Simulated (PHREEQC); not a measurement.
Synthetic water in mmol/kgw, 20 °C, pH 7.99, pe 11.8: Na 1.92; K 0.351; Ca 0.75; Mg 2.22; Cl 7.64; S(6) 0.139; Alkalinity (meq/kgw) 0.492; Cd 0.0659; Ni 0.0111.

Valence states are taken as typed.

Computed with PHREEQC (ion-association model, wateq4f.dat).

Precipitation was switched off in this run.

Q: Estimate the charge-balance error.

A: charge-balance error -0.3 %.

Q: In which forms is Ni present?

A: NiCO3 88 %, Ni+2 11 % of the Ni.

Saturation is exceeded, for instance for Otavite; the values hold only as long as no solid forms. The database's nickel carbonate constants are estimates that later reviews lower a good deal.
